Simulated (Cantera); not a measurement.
## Diamond growth

A diamond (100) surface in a fixed gas of H2 with x(CH4) = 0.0053, x(CH3) = 1.5e-05, at 1175 K, 0.240 bar; coverages are run to steady state.

Computed with Cantera and the Harris–Goodwin 1993 mechanism for the reconstructed diamond (100) surface.

```
x(H)     growth (µm/h)  θ c6HH  θ c6H*  θ c6*H   θ c6**    θ c6HM
-------  -------------  ------  ------  ------  -------  --------
0.0001           0.140   0.610  0.0264   0.356  0.00533   0.00122
0.00023          0.363   0.536  0.0312   0.419   0.0108   0.00148
0.00054          0.809   0.493  0.0337   0.454   0.0172   0.00153
0.0012            1.45   0.472  0.0349   0.469   0.0219   0.00131
0.0029            2.27   0.462  0.0356   0.476   0.0251  0.000880
0.0066            2.90   0.457  0.0360   0.479   0.0266  0.000502
0.015             3.30   0.455  0.0365   0.480   0.0274  0.000254
0.035             3.54   0.455  0.0376   0.480   0.0280  0.000117
0.082             3.69   0.454  0.0400   0.477   0.0287   5.20e-5
```
θ: site fractions in the mechanism's names (c6HH fully hydrogenated, c6H* and c6*H radical sites, c6** diradical, c6HM methylated).
